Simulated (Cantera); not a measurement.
Input (Python, Cantera) and output of one run.

```python
import numpy as np
import cantera as ct

gas_names = """
    CL CL2 H HCL H2 N NH NH2 NH3 N2 N2H2 N2H4 Si SiCL SiCL2 SiCL3 SiCL4 SiH SiHCL3 SiH2 SiH2CL2 SiH3
    SiH3CL SiH4 SiN Si2 Si2N Si3
""".split()
cond_names = """
    NH4CL(a) NH4CL(b) Si(cr) Si(L) Si3N4(a)
""".split()


def load(file, names, dense=False):
    # The tables refer to 1 bar. Condensed volumes are neglected.
    table = {s.name: s for s in ct.Species.list_from_file(file)}
    out = []
    for n in names:
        d = dict(table[n].input_data)
        d["thermo"] = dict(d["thermo"], **{"reference-pressure": 1e5})
        if dense:
            d["equation-of-state"] = {"model": "constant-volume", "density": "1e6 g/cm^3"}
        out.append(ct.Species.from_dict(d))
    return out


gas = ct.Solution(thermo="ideal-gas", species=load("nasa_gas.yaml", gas_names))
cond = {s.name: ct.Solution(thermo="fixed-stoichiometry", species=[s], name=s.name)
        for s in load("nasa_condensed.yaml", cond_names, dense=True)}
atoms = {
    'SiCl4': {'Si': 1, 'CL': 4},
    'N2': {'N': 2},
    'H2': {'H': 2},
}
top_T = {'Si3N4(a)': 2400}  # K; cautious upper limits of use, not melting points


def equilibrate(T, P, feed):
    n = {}
    for name, mol in feed.items():
        for a, k in atoms[name].items():
            n[a] = n.get(a, 0.0) + k * mol
    gas.TPX = T, P, n
    mass = sum(n.values()) * gas.mean_molecular_weight
    gas.equilibrate("TP")
    valid = [c for c in cond.values() if c.min_temp <= T <= top_T.get(c.name, c.max_temp)]
    mix = ct.Mixture([(gas, mass / gas.mean_molecular_weight)] + [(c, 0.0) for c in valid])
    mix.T, mix.P = T, P
    mix.equilibrate("TP", solver="vcs", rtol=1e-11, max_steps=5000)
    return mix


results = []
feed = {'SiCl4': 1, 'N2': 2.9, 'H2': 8.3}  # mol
T = 2098  # K
for P in [5, 26, 140, 710, 3700, 19000, 100000]:
    mix = equilibrate(T, P, feed)
    results.append((T, P, feed, dict(zip(mix.species_names, mix.species_moles))))
    x = sorted(zip(gas.X, gas.species_names), reverse=True)
    print(f"T = {T:g} K  P = {P:g} Pa  gas = {mix.phase_moles(0):.4g} mol")
    print("   x: " + "  ".join(f"{s} {v:.3e}" for v, s in x if v > 1e-06))
    print("   condensed (mol): " + ("  ".join(f"{mix.phase(i).name} {mix.phase_moles(i):.4g}"
          for i in range(1, mix.n_phases) if mix.phase_moles(i) > 1e-12) or "none"))
```

It prints:

```
T = 2098 K  P = 5 Pa  gas = 16.85 mol
   x: H2 3.007e-01  H 2.387e-01  N2 1.721e-01  HCL 1.447e-01  CL 8.452e-02  Si 5.414e-02  SiCL2 3.096e-03  SiCL 1.914e-03  SiH 1.144e-04  SiN 3.309e-05  Si2 1.456e-05  SiH2 1.126e-06
   condensed (mol): none
T = 2098 K  P = 26 Pa  gas = 15.14 mol
   x: H2 3.955e-01  N2 1.916e-01  HCL 1.854e-01  H 1.200e-01  Si 4.490e-02  CL 4.142e-02  SiCL2 1.667e-02  SiCL 4.045e-03  SiH 2.481e-04  SiN 6.603e-05  Si2 5.207e-05  SiCL3 1.312e-05  Si2N 7.098e-06  SiH2 6.384e-06
   condensed (mol): none
T = 2098 K  P = 140 Pa  gas = 14.1 mol
   x: H2 4.694e-01  N2 2.056e-01  HCL 1.818e-01  H 5.635e-02  SiCL2 4.046e-02  Si 2.499e-02  CL 1.606e-02  SiCL 4.701e-03  SiH 3.490e-04  SiN 8.833e-05  Si2 8.684e-05  SiCL3 6.648e-05  Si2N 2.846e-05  SiH2 2.270e-05  Si3 4.759e-06
   condensed (mol): none
T = 2098 K  P = 710 Pa  gas = 13.58 mol
   x: H2 5.154e-01  N2 2.135e-01  HCL 1.652e-01  SiCL2 5.956e-02  H 2.622e-02  Si 9.651e-03  CL 6.184e-03  SiCL 3.545e-03  SiH 3.181e-04  SiCL3 1.911e-04  SiN 7.829e-05  Si2 6.569e-05  Si2N 4.940e-05  SiH2 4.883e-05  Si3 7.050e-06
   condensed (mol): none
T = 2098 K  P = 3700 Pa  gas = 13.34 mol
   x: H2 5.386e-01  N2 2.173e-01  HCL 1.550e-01  SiCL2 6.948e-02  H 1.174e-02  Si 2.564e-03  CL 2.486e-03  SiCL 1.974e-03  SiCL3 4.670e-04  SiH 1.972e-04  SiH2 7.066e-05  SiN 4.791e-05  Si2N 4.186e-05  Si2 2.417e-05  SiHCL3 5.105e-06  Si3 3.592e-06  SiCL4 3.130e-06  SiH2CL2 1.656e-06
   condensed (mol): none
T = 2098 K  P = 19000 Pa  gas = 13.25 mol
   x: H2 5.480e-01  N2 2.189e-01  HCL 1.513e-01  SiCL2 7.260e-02  H 5.226e-03  SiCL3 1.071e-03  CL 1.062e-03  SiCL 9.399e-04  Si 5.566e-04  SiH 9.786e-05  SiH2 8.013e-05  SiHCL3 2.675e-05  SiN 2.365e-05  Si2N 2.303e-05  SiCL4 1.574e-05  SiH2CL2 9.039e-06  Si2 5.847e-06
   condensed (mol): none
T = 2098 K  P = 100000 Pa  gas = 13.2 mol
   x: H2 5.526e-01  N2 2.196e-01  HCL 1.493e-01  SiCL2 7.237e-02  SiCL3 2.405e-03  H 2.288e-03  CL 4.548e-04  SiCL 4.158e-04  SiHCL3 1.384e-04  Si 1.093e-04  SiH2 8.348e-05  SiCL4 7.970e-05  SiH2CL2 4.782e-05  SiH 4.425e-05  Si2N 1.073e-05  SiN 1.067e-05  SiH3CL 5.260e-06  NH3 3.310e-06  Si2 1.186e-06
   condensed (mol): none
```

These are equilibrium values from Cantera (NASA tables, ideal gas, pure condensed phases), not measurements of a reactor. The tables' values for SiCl, SiCl3, SiN are old estimates; treat these amounts as uncertain. Gases not in the tables: Si2H6 and higher silanes.
